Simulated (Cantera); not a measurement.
Input (Python, Cantera) and output of one run.

```python
import numpy as np
import cantera as ct

gas_names = [...]  # 113 gases of nasa_gas.yaml made of C, H, O, Ti
cond_names = """
    C(gr) C6H6(L) C7H8(L) C8H18(L),n-octa H2O(s) H2O(L) Ti(a) Ti(b) Ti(L) TiC(s) TiC(L) TiO(a) TiO(b)
    TiO(L) TiO2(ru) TiO2(L) Ti2O3(a) Ti2O3(b) Ti2O3(L) Ti3O5(a) Ti3O5(b) Ti3O5(L) Ti4O7(s) Ti4O7(L)
""".split()


# ... load() reads the species with a 1 bar reference pressure and builds the phases ...
atoms = {
    'Ti(OiPr)4': {'Ti': 1, 'C': 12, 'H': 28, 'O': 4},
    'CH4': {'C': 1, 'H': 4},
}
top_T = {'C(gr)': 4500}  # K; cautious upper limits of use, not melting points


# ... equilibrate(T, P, feed) seeds the gas with the atoms and calls Mixture.equilibrate('TP', solver="vcs", rtol=1e-11, max_steps=5000) ...
results = []
feed = {'Ti(OiPr)4': 1, 'CH4': 1.2}  # mol
T = 2198.15  # K
P = 52000  # Pa
mix = equilibrate(T, P, feed)
results.append((T, P, feed, dict(zip(mix.species_names, mix.species_moles))))
x = sorted(zip(gas.X, gas.species_names), reverse=True)
print(f"T = {T:g} K  P = {P:g} Pa  gas = {mix.phase_moles(0):.4g} mol")
print("   x: " + "  ".join(f"{s} {v:.3e}" for v, s in x if v > 0.001))
print("   condensed (mol): " + ("  ".join(f"{mix.phase(i).name} {mix.phase_moles(i):.4g}"
      for i in range(1, mix.n_phases) if mix.phase_moles(i) > 1e-12) or "none"))
```

Result:

```
T = 2198.15 K  P = 52000 Pa  gas = 20.47 mol
   x: H2 7.956e-01  CO 1.954e-01  H 6.894e-03  C2H2,acetylene 2.018e-03
   condensed (mol): C(gr) 8.115  TiC(s) 1
```

Method: chemical equilibrium by Gibbs-energy minimisation in Cantera with the NASA 1993 tables (ideal gas, pure condensed phases). The feed counts by its element totals alone. TiC: taken at fixed stoichiometry.
